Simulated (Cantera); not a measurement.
Premixed flame

A freely propagating, adiabatic, planar premixed flame of 4.28 % CH4, 4.15 % C2H6, 19.3 % O2, 72.3 % N2, equivalence ratio 1.2, unburnt at 448 K and 4.93 atm; mixture-averaged transport, grid criteria slope 0.08 and curve 0.16, no radiation.

Cantera simulation using GRI-Mech 3.0 (53 species, 325 reactions); the numbers are that mechanism's predictions, not measurements. Burning velocities carry a grid error of a few per cent, more on coarse grids.

```csv
z (mm),T (K),u (m/s),x CH4,x C2H6,x O2,x C2H2,x CH2CO,x O
-0.304,449,0.475,0.0427,0.0414,0.192,9.33e-8,2.15e-8,<1e-8
-0.202,453,0.481,0.0424,0.0413,0.191,1.12e-6,3.29e-7,<1e-8
-0.152,468,0.499,0.0419,0.0410,0.190,5.56e-6,2.01e-6,<1e-8
-0.101,575,0.619,0.0391,0.0392,0.180,5.90e-5,3.16e-5,<1e-8
-0.0506,1070,1.18,0.0277,0.0251,0.132,0.000507,0.000393,1.03e-6
-0.0253,1507,1.70,0.0170,0.00891,0.0851,0.00114,0.000917,3.50e-5
0,1895,2.16,0.00532,0.000393,0.0384,0.00163,0.000626,0.000292
0.0253,2072,2.36,0.000603,1.45e-6,0.0137,0.000437,7.22e-5,0.000665
0.0506,2129,2.41,4.35e-5,<1e-8,0.00560,4.15e-5,4.42e-6,0.000775
0.101,2177,2.46,3.31e-7,<1e-8,0.00210,4.42e-7,3.33e-8,0.000570
0.202,2219,2.50,<1e-8,<1e-8,0.000941,<1e-8,<1e-8,0.000285
0.405,2250,2.53,<1e-8,<1e-8,0.000367,<1e-8,<1e-8,0.000109
0.810,2267,2.55,<1e-8,<1e-8,0.000128,<1e-8,<1e-8,3.81e-5
```
x: mole fraction of selected species; z is measured from the peak of heat release.

| Item | Value |
|---|---|
| laminar burning velocity | 47.3 cm/s |
| thermal thickness | 0.101 mm |
| peak x(C2H2) | 0.00170 |
| peak x(CH2CO) | 0.000997 |
| peak x(O) | 0.000777 |
| grid points | 150 |
